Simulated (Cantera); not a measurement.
Standard-state values (1 bar) from the NASA 1993 polynomials, evaluated with Cantera. Values are per mole of reaction as written; species without (g) are pure solids or liquids, kept so even where they would boil at 1 bar.

Q: Between 823 and 1823 K, where is each reaction favourable under standard conditions?
- 4 Cr + N2(g) ⇌ 2 Cr2N
- 3 H2(g) + N2(g) ⇌ 2 NH3(g)

A: 
- 4 Cr + N2(g) ⇌ 2 Cr2N: ΔG° is -127 kJ at 823 K and 4 kJ at 1823 K; it changes sign between 1723 and 1823 K. ΔH° is -229 kJ and ΔS° -128 J/K at 1823 K.
- 3 H2(g) + N2(g) ⇌ 2 NH3(g): ΔG° is 83 kJ at 823 K and 318 kJ at 1823 K; it stays positive (K < 1). ΔH° is -112 kJ and ΔS° -236 J/K at 1823 K.
